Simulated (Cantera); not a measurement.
Input: 1 mol Ti(OiPr)₄, 1.8 mol O₂, 61 mol H₂, 0.26 mol C₃H₈, at 1898 K and 0.00133 bar.

These are equilibrium values from Cantera (NASA tables, ideal gas, pure condensed phases), not measurements of a reactor. Candidate condensed phases: C, C₆H₆, C₇H₈, C₈H₁₈, H₂O, Ti, TiC, TiO, TiO₂, Ti₂O₃, Ti₃O₅, Ti₄O₇; 113 gas species. The feed counts by its element totals alone. TiC: taken at fixed stoichiometry. Equilibrium is a limit: real reactors are often held back by kinetics, nucleation or transport.

Base state: H₂ 0.890, CO 0.0899, H 0.0202, C₂H₂ (acetylene) 0.000335 (mole fractions); condensed: C(graphite) + TiC(s).

Question: What changes in the equilibrium state with this change: temperature from 1898 K to 1275 K?

Answer: 
| species | before | after |
|---|---|---|
| H₂ | 0.890 | 0.909 |
| CO | 0.0899 | 0.0909 |
| H | 0.0202 | 1.92e-5 |
| C₂H₂ (acetylene) | 0.000335 | 3.49e-7 |
| CH₄ | 5.96e-7 | 1.02e-5 |
| C(graphite), mol | 4.12 | 4.18 |
| TiC(s), mol | 1.000 | 1.00 |

Question: What changes in the equilibrium state with this change: temperature from 1898 K to 1150 K?

Answer: 
```json
[
 {"species": "H₂", "before": "0.890", "after": "0.909"},
 {"species": "CO", "before": "0.0899", "after": "0.0909"},
 {"species": "CH₄", "before": "5.96e-7", "after": "2.58e-5"},
 {"species": "H", "before": "0.0202", "after": "1.95e-6"},
 {"species": "C₂H₂ (acetylene)", "before": "0.000335", "after": "3.52e-8"},
 {"species": "C(graphite), mol", "before": "4.12", "after": "4.18"},
 {"species": "TiC(s), mol", "before": "1.000", "after": "1.00"}
]
```
